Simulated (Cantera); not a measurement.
Input: 1 mol Si, 0.033 mol H2O, 240 mol N2, at 1725 K and 18.0 mbar.

Equilibrium computed with Cantera from the NASA thermochemical tables; the gas is ideal and each condensed phase is pure. Candidate condensed phases: H2O, Si, SiO2, Si2N2O, Si3N4; 35 gas species. Kinetics and transport are ignored.

Question: What is the equilibrium state?

Answer: 
```json
{
  "x(N2)": "1.000",
  "x(SiO)": "0.000138",
  "x(H2)": "0.000130",
  "x(H)": "1.58e-5",
  "x(Si)": "1.49e-5",
  "x(SiN)": "1.12e-6",
  "n(Si3N4(s))": "0.321 mol",
  "gas_amount": "239.4 mol",
  "log10 activity of Si(l) (absent)": "-0.58"
}
```
